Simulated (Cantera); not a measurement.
Input: 1 mol c-C4F8, 0.1 mol CH4, 1 mol H2, equilibrated at 9.50 mbar.

These are equilibrium values from Cantera (NASA tables, ideal gas, pure condensed phases), not measurements of a reactor. Candidate condensed phases: C, C6H6, C7H8, C8H18; 95 gas species. The feed counts by its element totals alone. Gases not in the tables: C2F6 and larger saturated fluorocarbons. Rates play no part. All values below are at 1323 K.

Base state: HF 0.632, CF4 0.368, CF2 1.32e-5 (mole fractions); condensed: C(graphite).

What changes in the equilibrium state with this change: H2 from 1 to 0.29 mol?


```json
[
 {"species": "CF4", "before": "0.368", "after": "0.642"},
 {"species": "HF", "before": "0.632", "after": "0.358"},
 {"species": "CF2", "before": "1.32e-5", "after": "1.74e-5"},
 {"species": "C(graphite), mol", "before": "2.70", "after": "2.34"}
]
```
